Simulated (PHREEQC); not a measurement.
A solution holds 0.17 mol/kgw CdSO4, 0.015 mol/kgw H3BO3 and 0.00078 mol/kgw MnSO4, at 20 °C. Closed to the air; pH follows from the charge balance.

Model: ion-association model, wateq4f.dat, run in PHREEQC.

No solid was allowed to form.

Q: Order these Cd species by the share of Cd that they hold, largest first: Cd(SO4)2-2, CdSO4, Cd+2.

A: Cd+2 (44 %), CdSO4 (38 %), Cd(SO4)2-2 (18 %)

The pH is 5.60 and the ionic strength 0.301 mol/kgw.
